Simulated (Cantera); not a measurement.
Input: 1 mol CH3SiCl3, 1.7 mol H2, at 1077 °C and 1.00 bar.

Method: chemical equilibrium by Gibbs-energy minimisation in Cantera with the NASA 1993 tables (ideal gas, pure condensed phases). Candidate condensed phases: C, C6H6, C7H8, C8H18, Si, SiC; 109 gas species. The feed counts by its element totals alone. The tables' values for SiCl3 are old estimates; treat these amounts as uncertain. Rates play no part.

Base state: H2 0.581, HCl 0.316, SiCl4 0.0844, SiHCl3 0.00888, SiCl3 0.00558, CH4 0.00195, SiCl2 0.00184, SiH2Cl2 0.000136 (mole fractions); condensed: C(graphite) + SiC(s).

**Question.** What changes in the equilibrium state with this change: temperature from 1077 °C to 652 °C?

**Answer.** 
```tsv
species	before	after
H2	0.581	0.657
SiCl4	0.0844	0.187
CH4	0.00195	0.0978
HCl	0.316	0.0490
SiCl2	0.00184	1.01e-6
SiCl3	0.00558	6.90e-5
C(graphite), mol	0.423	0.359
SiC(s), mol	0.569	0.286
```
